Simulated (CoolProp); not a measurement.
c-C4F8 (RC318) along the isotherm 309.6 K: density (kg/m³) from the reference equation and from simpler models built on Tc = 388.4 K, pc = 2.778 MPa, ω = 0.355; each cubic takes its own stable root.

Values from CoolProp's reference Helmholtz-energy equation of state, Platzer 1990. This equation is an older, rougher fit; its heat capacities, sound speeds and derivatives of the liquid may be far off and weren't checked against measurements.

| p (MPa) | phase | reference |
|---|---|---|
| 0.278 | gas | 23.39 |
| 0.556 | liquid | 1452 |
| 0.833 | liquid | 1454 |
| 1.11 | liquid | 1456 |
| 1.39 | liquid | 1459 |
| 1.67 | liquid | 1461 |
| 1.94 | liquid | 1463 |
| 2.22 | liquid | 1466 |
| 2.5 | liquid | 1468 |
| 2.78 | liquid | 1470 |
| 3.06 | liquid | 1472 |
| 3.33 | liquid | 1474 |
| 3.61 | liquid | 1476 |
| 3.89 | liquid | 1478 |
| 4.17 | liquid | 1480 |

How far does each simpler model (van der Waals, Soave-Redlich-Kwong, Peng-Robinson) lie from the reference over these 15 states: mean and median of the absolute difference, and the worst?


- van der Waals: mean 42.4 %, median 36.9 %, worst -96.6 % at 309.6 K and 0.556 MPa
- Soave-Redlich-Kwong: mean 5.9 %, median 6.3 %, worst -7.2 % at 309.6 K and 0.556 MPa
- Peng-Robinson: mean 5.7 %, median 6.0 %, worst +6.7 % at 309.6 K and 4.17 MPa

At some of these states van der Waals gives the other phase, because its saturation line lies elsewhere.
